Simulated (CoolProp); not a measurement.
Model: reference Helmholtz-energy equation of state, Thol 2018, in CoolProp.

Task: For hydrogen chloride, give the phase and the density (kg/m³), Joule-Thomson coefficient (K/MPa), fugacity coefficient at 386.5 K and 14.9 MPa; 444 K and 14.9 MPa.

Result: 
- 386.5 K and 14.9 MPa: supercritical; density 286, Joule-Thomson coefficient 4.96, fugacity coefficient 0.668
- 444 K and 14.9 MPa: supercritical; density 189, Joule-Thomson coefficient 4.56, fugacity coefficient 0.787
